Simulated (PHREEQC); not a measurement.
A solution holds 0.048 mol/kgw HCl and 4.7e-05 mol/kgw MgCl2, at 20 °C. Closed to the air; pH follows from the charge balance.

Computed with PHREEQC (ion-association model, phreeqc.dat).

This is a speciation only: nothing precipitates in the calculation.

Q: What pH, specific conductance does the model give?

A: pH 1.39; specific conductance 15900 µS/cm.
